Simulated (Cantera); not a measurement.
What does this Cantera script print?

```python
import numpy as np
import cantera as ct

gas_names = """
    C CH CH2 CH3 CH2OH CH3O CH4 CH3OH CO CO2 COOH C2 C2H CHCO,ketyl C2H2,acetylene C2H2,vinylidene
    CH2CO,ketene C2H3,vinyl CH3CO,acetyl C2H4 C2H4O,ethylen CH3CHO,ethanal CH3COOH (HCOOH)2 C2H5 C2H6
    CH3OCH3 C2H5OH C2O C3 C3H3,propargyl C3H4,allene C3H4,propyne C3H4,cyclo- C3H5,allyl C3H6,propylene
    C3H6,cyclo- C3H6O C3H7,n-propyl C3H7,i-propyl C3H8 C3H8O,1propanol C3H8O,2propanol C3O2 C4 C4H2
    C4H4,1,3-cyclo- C4H6,butadiene C4H6,2-butyne C4H6,cyclo- C4H8,1-butene C4H8,cis2-buten
    C4H8,tr2-butene C4H8,isobutene C4H8,cyclo- (CH3COOH)2 C4H9,n-butyl C4H9,i-butyl C4H9,s-butyl
    C4H9,t-butyl C4H10,isobutane C4H10,n-butane C5 C5H6,1,3cyclo- C5H8,cyclo- C5H10,1-pentene
    C5H10,cyclo- C5H11,pentyl C5H11,t-pentyl C5H12,n-pentane C5H12,i-pentane CH3C(CH3)2CH3 C6H2
    C6H5,phenyl C6H5O,phenoxy C6H6 C6H5OH,phenol C6H10,cyclo- C6H12,1-hexene C6H12,cyclo- C6H13,n-hexyl
    C7H7,benzyl C7H8 C7H8O,cresol C7H14,1-heptene C7H15,n-heptyl C7H16,n-heptane C8H8,styrene
    C8H10,ethylbenz C8H16,1-octene C8H17,n-octyl C8H18,isooctane C8H18,n-octane C9H19,n-nonyl
    C10H8,naphthale C10H21,n-decyl C12H9,o-bipheny C12H10,bipheny H HCO HO2 H2 HCHO,formaldehy HCOOH H2O
    H2O2 O OH O2 O3 Si SiC SiC2 SiC4H12 SiH SiH2 SiH3 SiH4 SiO SiO2 Si2 Si2C Si3
""".split()
cond_names = """
    C(gr) C6H6(L) C7H8(L) C8H18(L),n-octa H2O(s) H2O(L) Si(cr) Si(L) SiC(b) SiO2(Lqz) SiO2(hqz) SiO2(L)
""".split()


def load(file, names, dense=False):
    # The tables refer to 1 bar. Condensed volumes are neglected.
    table = {s.name: s for s in ct.Species.list_from_file(file)}
    out = []
    for n in names:
        d = dict(table[n].input_data)
        d["thermo"] = dict(d["thermo"], **{"reference-pressure": 1e5})
        if dense:
            d["equation-of-state"] = {"model": "constant-volume", "density": "1e6 g/cm^3"}
        out.append(ct.Species.from_dict(d))
    return out


gas = ct.Solution(thermo="ideal-gas", species=load("nasa_gas.yaml", gas_names))
cond = {s.name: ct.Solution(thermo="fixed-stoichiometry", species=[s], name=s.name)
        for s in load("nasa_condensed.yaml", cond_names, dense=True)}
atoms = {
    'HMDSO': {'Si': 2, 'C': 6, 'H': 18, 'O': 1},
    'H2O': {'H': 2, 'O': 1},
    'H2': {'H': 2},
}
top_T = {'C(gr)': 4500, 'SiC(b)': 3050}  # K; cautious upper limits of use, not melting points


def equilibrate(T, P, feed):
    n = {}
    for name, mol in feed.items():
        for a, k in atoms[name].items():
            n[a] = n.get(a, 0.0) + k * mol
    gas.TPX = T, P, n
    mass = sum(n.values()) * gas.mean_molecular_weight
    gas.equilibrate("TP")
    valid = [c for c in cond.values() if c.min_temp <= T <= top_T.get(c.name, c.max_temp)]
    mix = ct.Mixture([(gas, mass / gas.mean_molecular_weight)] + [(c, 0.0) for c in valid])
    mix.T, mix.P = T, P
    mix.equilibrate("TP", solver="vcs", rtol=1e-11, max_steps=5000)
    return mix


results = []
feed = {'HMDSO': 1, 'H2O': 12, 'H2': 46}  # mol
P = 1333.22  # Pa
for T in [1048, 1148, 1248, 1348, 1448, 1548, 1648, 1748]:
    mix = equilibrate(T, P, feed)
    results.append((T, P, feed, dict(zip(mix.species_names, mix.species_moles))))

top = {s: max(r[3][s] / sum(r[3][g] for g in gas_names) for r in results) for s in gas_names}
cols = sorted((s for s in top if top[s] > 1e-06), key=lambda s: -top[s])[:6]
seen = [c for c in cond_names if any(r[3].get(c, 0) > 1e-12 for r in results)]
print("log10 of partial pressures in bar; condensed amounts in mol")
print(f"{'T/K':>10s}" + "".join(f"{s[:9]:>10s}" for s in cols + seen))
for T, P, feed, n in results:
    ng = sum(n[g] for g in gas_names)
    print(f"{T:10.4g}" + "".join(f"{np.log10(max(n[s] / ng * P / 1e5, 1e-99)):10.3f}" for s in cols)
          + "".join(f"{n.get(c, 0):10.4g}" for c in seen))
```

It prints:

```
log10 of partial pressures in bar; condensed amounts in mol
       T/K        H2        CO       H2O       CO2         H       SiO SiO2(hqz)   SiO2(L)
      1048    -1.930    -2.982    -3.305    -4.282    -9.077   -15.601         2         0
      1148    -1.931    -2.976    -3.293    -4.411    -8.110   -13.226         2         0
      1248    -1.931    -2.972    -3.286    -4.520    -7.296   -11.236         2         0
      1348    -1.931    -2.970    -3.281    -4.611    -6.601    -9.547         2         0
      1448    -1.932    -2.968    -3.278    -4.690    -6.001    -8.097         2         0
      1548    -1.932    -2.967    -3.275    -4.756    -5.477    -6.839     1.999         0
      1648    -1.932    -2.967    -3.272    -4.813    -5.016    -5.739      1.99         0
      1748    -1.934    -2.967    -3.260    -4.851    -4.608    -4.786         0      1.91
```

Cantera equilibrium calculation (NASA polynomials, part measured and part estimated; ideal gas, pure solids and liquids). The feed counts by its element totals alone. The tables hold silica as quartz up to 1696 K and as liquid above; real silica turns to tridymite and cristobalite and melts near 1996 K.
